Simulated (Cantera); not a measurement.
Input: 1 mol BCl₃, 0.066 mol O₂, 64 mol N₂, at 40.5 Torr.

Equilibrium computed with Cantera from the NASA thermochemical tables; the gas is ideal and each condensed phase is pure. Candidate condensed phases: B, BN, B₂O₃; 25 gas species. The tables' values for BOCl are old estimates; treat these amounts as uncertain. The numbers say what is thermodynamically allowed, not how fast it happens. All values below are at 1125 °C.

Base state: N₂ 0.982, BCl₃ 0.0133, Cl 0.00290, BOCl 0.000663, Cl₂ 0.000578, B₃O₃Cl₃ 0.000450 (mole fractions); condensed: gas only.

Problem. What changes in the equilibrium state with this change: O₂ from 0.066 to 0.32 mol?

Solution. 
```json
[
 {"species": "N₂", "before": "0.982", "after": "0.976"},
 {"species": "Cl", "before": "0.00290", "after": "0.00881"},
 {"species": "BCl₃", "before": "0.0133", "after": "0.00631"},
 {"species": "B₂O₃", "before": "4.38e-6", "after": "4.24e-5"},
 {"species": "Cl₂", "before": "0.000578", "after": "0.00536"},
 {"species": "B₂O₃(l), mol", "before": "0", "after": "0.0510"}
]
```
